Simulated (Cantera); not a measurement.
What does this Cantera script print?

```python
import numpy as np
import cantera as ct

gas = ct.Solution("gri30.yaml")
gas.TPX = 1000, 180000, {'C3H8': 1, 'O2': 3.12, 'N2': 11.8, 'H2O': 1.8}
reactor = ct.IdealGasConstPressureReactor(gas, energy="on", clone=False)
net = ct.ReactorNet([reactor])
net.rtol, net.atol = 1e-08, 1e-16
show = ['C3H8', 'O2', 'H2O', 'OH', 'NO', 'C2H4']
times = np.geomspace(4e-06, 2, 15)

steps = ct.SolutionArray(gas, extra=["t"])
rows = []
print(f"{'t/s':>10s}{'T/K':>9s}{'P/Pa':>11s}" + "".join(f"{s:>11s}" for s in show))
for t in times:
    while net.time < t:
        t_next = net.step()
        steps.append(gas.state, t=t_next)
    rows.append([np.interp(t, steps.t, y) for y in (steps.T, steps.P, *steps(*show).X.T)])
    print(f"{t:10.3e}{rows[-1][0]:9.1f}{rows[-1][1]:11.4g}" + "".join(f"{x:11.3e}" for x in rows[-1][2:]))
rate = np.gradient(steps.T, steps.t)
print("integrator steps:", len(steps.t))
if steps.T.max() > steps.T[0] + 200:
    print(f"time of steepest temperature rise: {steps.t[rate.argmax()]:.4e} s")
gas.TPX = 1000, 180000, {'C3H8': 1, 'O2': 3.12, 'N2': 11.8, 'H2O': 1.8}
gas.equilibrate("HP")
print(f"equilibrium (HP): T = {gas.T:.1f} K  " + "  ".join(f"{s} {gas[s].X[0]:.3e}" for s in show))
```

It prints:

```
       t/s      T/K       P/Pa       C3H8         O2        H2O         OH         NO       C2H4
 4.000e-06   1000.0    1.8e+05  5.643e-02  1.761e-01  1.016e-01  2.953e-13  1.763e-26  8.706e-10
 1.021e-05   1000.0    1.8e+05  5.643e-02  1.761e-01  1.016e-01  6.082e-13  9.148e-26  3.173e-09
 2.607e-05   1000.0    1.8e+05  5.643e-02  1.761e-01  1.016e-01  1.353e-12  3.485e-25  9.607e-09
 6.657e-05   1000.0    1.8e+05  5.643e-02  1.761e-01  1.016e-01  3.378e-12  1.366e-24  2.799e-08
 1.700e-04   1000.0    1.8e+05  5.643e-02  1.761e-01  1.016e-01  9.366e-12  6.557e-24  8.819e-08
 4.339e-04   1000.0    1.8e+05  5.643e-02  1.761e-01  1.016e-01  2.949e-11  4.150e-23  3.367e-07
 1.108e-03   1000.0    1.8e+05  5.643e-02  1.761e-01  1.016e-01  1.016e-10  3.884e-22  1.703e-06
 2.828e-03   1000.0    1.8e+05  5.642e-02  1.761e-01  1.016e-01  2.500e-10  4.327e-21  9.757e-06
 7.221e-03   1000.0    1.8e+05  5.639e-02  1.761e-01  1.016e-01  3.195e-10  2.301e-20  3.989e-05
 1.844e-02    999.9    1.8e+05  5.630e-02  1.760e-01  1.016e-01  3.535e-10  8.182e-20  1.241e-04
 4.707e-02    999.7    1.8e+05  5.606e-02  1.760e-01  1.016e-01  4.106e-10  2.868e-19  3.548e-04
 1.202e-01    999.4    1.8e+05  5.532e-02  1.757e-01  1.017e-01  6.131e-10  1.331e-18  1.054e-03
 3.068e-01   1000.5    1.8e+05  5.174e-02  1.740e-01  1.026e-01  2.702e-09  2.043e-17  4.373e-03
 7.834e-01   2291.4    1.8e+05  8.470e-35  1.327e-05  1.989e-01  7.728e-04  1.048e-04  6.991e-19
 2.000e+00   2291.4    1.8e+05  8.470e-35  1.327e-05  1.989e-01  7.728e-04  1.048e-04  6.991e-19
integrator steps: 2814
time of steepest temperature rise: 4.1511e-01 s
equilibrium (HP): T = 2291.4 K  C3H8 1.090e-34  O2 1.327e-05  H2O 1.989e-01  OH 7.728e-04  NO 1.048e-04  C2H4 7.761e-19
```

Computed with Cantera and GRI-Mech 3.0 (53 species, 325 reactions). GRI-Mech 3.0 was tuned for natural gas; its chemistry of propane as a main component is partial and can be far from experiment.
